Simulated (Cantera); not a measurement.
Charge: 1 mol Fe₂O₃, 4.4 mol HCl, at 1650 °C and 37.0 Pa.

Cantera equilibrium calculation (NASA polynomials, part measured and part estimated; ideal gas, pure solids and liquids). Candidate condensed phases: Fe, FeCl₂, FeCl₃, FeO, Fe(OH)₂, Fe(OH)₃, Fe₂O₃, Fe₃O₄, H₂O; 22 gas species. The tables' stoichiometric FeO is somewhat more stable than real wüstite, so its field is too wide. FeO: taken at fixed stoichiometry. Kinetics and transport are ignored.

Base state: HCl 0.305, H₂O 0.255, FeCl₂ 0.208, Cl 0.126, O₂ 0.0676, OH 0.0120, H₂ 0.00803, Fe 0.00585 (mole fractions); condensed: FeO(l).

### Question
What changes in the equilibrium state with this change: temperature from 1650 °C to 1627 °C?

### Answer
| species | before | after |
|---|---|---|
| HCl | 0.305 | 0.312 |
| H₂O | 0.255 | 0.258 |
| FeCl₂ | 0.208 | 0.212 |
| Cl | 0.126 | 0.119 |
| OH | 0.0120 | 0.0107 |
| O₂ | 0.0676 | 0.0687 |
| Fe | 0.00585 | 0.00360 |
| FeO | 0.00305 | 0.00215 |
| FeCl | 0.000164 | 0.000120 |
| H | 0.00439 | 0.00337 |
| H₂ | 0.00803 | 0.00666 |
| FeO(l), mol | 0.871 | 0.879 |
